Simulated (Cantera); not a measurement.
# Iron carbonyl, mercury and lead vapours: PbO + CO + N2

Charge: 1 mol PbO, a varied amount of CO, 20 mol N2, at 727 °C and 0.00130 bar.

These are equilibrium values from Cantera (NASA tables, ideal gas, pure condensed phases), not measurements of a reactor. Candidate condensed phases: C, Pb, PbO, PbO2, Pb3O4; 27 gas species. Kinetics and transport are ignored.

```tsv
n(CO) (mol)	log p N2	log p CO2	log p Pb	log p PbO	log p CO	log p Pb2	log p NO	log p O2	n PbO(yellow)	n Pb(l)
0.13	-2.89	-5.08	-5.08	-6.52	-9.36	-10.87	-11.50	-11.88	0.865	0
0.15	-2.89	-5.02	-5.02	-6.52	-9.23	-10.75	-11.56	-12.00	0.845	0
0.17	-2.89	-4.96	-4.96	-6.52	-9.13	-10.64	-11.61	-12.11	0.825	0
0.2	-2.89	-4.89	-4.89	-6.52	-8.99	-10.50	-11.68	-12.24	0.795	0
0.23	-2.90	-4.84	-4.84	-6.52	-8.87	-10.38	-11.74	-12.36	0.765	0
0.26	-2.90	-4.78	-4.79	-6.52	-8.77	-10.29	-11.79	-12.45	0.735	0.00432
0.3	-2.90	-4.72	-4.79	-6.52	-8.71	-10.29	-11.79	-12.45	0.695	0.0438
0.35	-2.90	-4.66	-4.79	-6.52	-8.64	-10.29	-11.79	-12.45	0.645	0.0932
0.4	-2.90	-4.60	-4.79	-6.52	-8.59	-10.29	-11.79	-12.45	0.595	0.143
0.45	-2.90	-4.55	-4.79	-6.52	-8.54	-10.29	-11.79	-12.45	0.545	0.192
0.52	-2.90	-4.49	-4.79	-6.52	-8.48	-10.29	-11.79	-12.45	0.475	0.261
0.59	-2.90	-4.43	-4.79	-6.52	-8.42	-10.29	-11.79	-12.45	0.405	0.330
```
log p: log10 of the partial pressure in bar; n: condensed amount in mol.

From 0.13 mol CO to 0.23 mol CO the condensed part is PbO(yellow). From 0.26 mol CO to 0.59 mol CO the condensed part is Pb(l) + PbO(yellow). The main Pb-bearing gas is Pb throughout. The share of Pb in condensed phases is highest at 0.13 mol CO (86.5 %) and lowest at 0.59 mol CO (73.5 %).
